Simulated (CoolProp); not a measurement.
Properties of R236FA along the isotherm 400 K.

Computed with CoolProp (reference Helmholtz-energy equation of state, Pan 2012).

| p (bar) | phase | density (kg/m³) |
|---|---|---|
| 8.86 | gas | 45.08 |
| 17.7 | gas | 104.0 |
| 26.6 | gas | 198.7 |
| 35.5 | supercritical | 774.5 |
| 44.3 | supercritical | 884.2 |
| 53.2 | supercritical | 933.5 |
| 62 | supercritical | 966.8 |
| 70.9 | supercritical | 992.8 |
| 79.8 | supercritical | 1014 |
